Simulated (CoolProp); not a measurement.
A single-stage vapour-compression cycle with dimethyl ether: evaporating at 308.15 K (dew point), condensing at 350.15 K (bubble point), superheat 5 K, subcooling 5 K, compressor efficiency 0.9, no pressure losses. Each further row changes one setting.

Model: reference Helmholtz-energy equation of state, Wu 2011, in CoolProp.

```tsv
case	cooling COP	pressure ratio	discharge temperature (K)	refrigerating effect (kJ/kg)	volumetric capacity (kJ/m³)
as stated	5.42	2.69	364.6	296	4710
evaporating temperature 313.15 K	6.37	2.36	363.3	301	5460
condensing temperature 345.15 K	6.35	2.42	358.7	310	4940
subcooling 10 K	5.67	2.69	364.6	310	4940
superheat 15 K	5.44	2.69	374.2	314	4750
compressor efficiency 0.8	4.81	2.69	367.7	296	4710
```
